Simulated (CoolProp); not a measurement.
Saturation properties of propyne.

The numbers come from the reference Helmholtz-energy equation of state, Polt 1992 in CoolProp. This equation is an older, rougher fit; its heat capacities, sound speeds and derivatives of the liquid may be far off and weren't checked against measurements.

| T (°C) | p (bar) | liquid density (kg/m³) | enthalpy of vaporisation (kJ/kg) |
|---|---|---|---|
| 39.25 | 8.628 | 587.9 | 444.9 |
| 48.45 | 10.92 | 572.1 | … |
| 57.75 | 13.69 | 555.4 | … |
| 66.95 | 16.92 | 537.9 | 390.7 |
| 76.25 | 20.73 | 519.0 | … |
| 85.55 | 25.16 | 498.3 | 339.9 |
| 94.75 | … | 475.4 | … |
| 104.05 | 36.05 | 448.5 | … |
| 113.25 | 42.62 | 415.6 | … |

Some entries are withheld; supply them.


- 48.45, enthalpy of vaporisation (kJ/kg): 429.2
- 57.75, enthalpy of vaporisation (kJ/kg): 411.1
- 76.25, enthalpy of vaporisation (kJ/kg): 367.1
- 94.75, p (bar): 30.21
- 94.75, enthalpy of vaporisation (kJ/kg): 308.6
- 104.05, enthalpy of vaporisation (kJ/kg): 270.9
- 113.25, enthalpy of vaporisation (kJ/kg): 224.4
